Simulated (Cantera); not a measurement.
A closed system holds: 1 mol CH3F, 0.41 mol CH4, 0.08 mol H2, held at 0.0133 bar.

Cantera equilibrium calculation (NASA polynomials, part measured and part estimated; ideal gas, pure solids and liquids). Candidate condensed phases: C, C6H6, C7H8, C8H18; 110 gas species. Ions and electrons are included (thermal ionisation). Rates play no part.

Question: Which condensed phases are stable at each of these points (T (°C)): 2227, 2477, 2727, 2977, 3227, 3477, 3727, 3977, 4227, 4477, 4727?

Answer: 
| T (°C) | condensed phases | C condensed (%) |
|---|---|---|
| 2227 | C(graphite) | 97.4 |
| 2477 | C(graphite) | 93.2 |
| 2727 | C(graphite) | 65.5 |
| 2977 | gas only | 0.0 |
| 3227 | gas only | 0.0 |
| 3477 | gas only | 0.0 |
| 3727 | gas only | 0.0 |
| 3977 | gas only | 0.0 |
| 4227 | gas only | 0.0 |
| 4477 | gas only | 0.0 |
| 4727 | gas only | 0.0 |

From 2227 °C to 2727 °C the condensed part is C(graphite). From 2977 °C to 4727 °C nothing is condensed.
